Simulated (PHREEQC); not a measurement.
Dissolve 0.0023 mol/kgw CuSO4, 0.000522 mol/kgw ZnCl2, 0.0025 mol/kgw H2SO4 and 0.0003 mol/kgw Na2SO4 at 25 °C. Closed to the air; pH follows from the charge balance.

Model: ion-association model, phreeqc.dat, run in PHREEQC.

Question: The ionic strength comes out as 0.0148 mol/kgw. What activity coefficients do Zn(SO4)2-2, Zn+2, CuCl+, Cl-, NaSO4- get?

Answer: Zn(SO4)2-2 0.61, Zn+2 0.62, CuCl+ 0.88, Cl- 0.88, NaSO4- 0.89.

No solid was allowed to form. Complexes and solids missing from the database can't appear.
